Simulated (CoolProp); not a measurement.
Aqueous methanol as a coolant, 8 % by mass, freezing at -5.1 °C, 1 atm.

Values from CoolProp's Melinder's fits for secondary coolants.

```json
[
 {"T (°C)": "-3.7", "density (kg/m³)": "987.0", "conductivity (W/(m K))": "0.513", "viscosity (mPa s)": "2.76", "cp (kJ/(kg K))": "4.274"},
 {"T (°C)": "-0.4", "density (kg/m³)": "987.0", "conductivity (W/(m K))": "0.519", "viscosity (mPa s)": "2.42", "cp (kJ/(kg K))": "4.264"},
 {"T (°C)": "2.9", "density (kg/m³)": "986.9", "conductivity (W/(m K))": "0.524", "viscosity (mPa s)": "2.14", "cp (kJ/(kg K))": "4.254"},
 {"T (°C)": "6.2", "density (kg/m³)": "986.7", "conductivity (W/(m K))": "0.529", "viscosity (mPa s)": "1.90", "cp (kJ/(kg K))": "4.244"},
 {"T (°C)": "9.6", "density (kg/m³)": "986.4", "conductivity (W/(m K))": "0.534", "viscosity (mPa s)": "1.70", "cp (kJ/(kg K))": "4.234"},
 {"T (°C)": "12.9", "density (kg/m³)": "986.0", "conductivity (W/(m K))": "0.539", "viscosity (mPa s)": "1.53", "cp (kJ/(kg K))": "4.224"},
 {"T (°C)": "16.2", "density (kg/m³)": "985.4", "conductivity (W/(m K))": "0.544", "viscosity (mPa s)": "1.39", "cp (kJ/(kg K))": "4.215"},
 {"T (°C)": "19.5", "density (kg/m³)": "984.7", "conductivity (W/(m K))": "0.549", "viscosity (mPa s)": "1.26", "cp (kJ/(kg K))": "4.207"},
 {"T (°C)": "22.8", "density (kg/m³)": "984.0", "conductivity (W/(m K))": "0.554", "viscosity (mPa s)": "1.15", "cp (kJ/(kg K))": "4.199"},
 {"T (°C)": "26.2", "density (kg/m³)": "983.1", "conductivity (W/(m K))": "0.559", "viscosity (mPa s)": "1.06", "cp (kJ/(kg K))": "4.191"},
 {"T (°C)": "29.5", "density (kg/m³)": "982.1", "conductivity (W/(m K))": "0.563", "viscosity (mPa s)": "0.977", "cp (kJ/(kg K))": "4.185"},
 {"T (°C)": "32.8", "density (kg/m³)": "981.0", "conductivity (W/(m K))": "0.568", "viscosity (mPa s)": "0.905", "cp (kJ/(kg K))": "4.179"},
 {"T (°C)": "36.1", "density (kg/m³)": "979.8", "conductivity (W/(m K))": "0.572", "viscosity (mPa s)": "0.840", "cp (kJ/(kg K))": "4.174"}
]
```
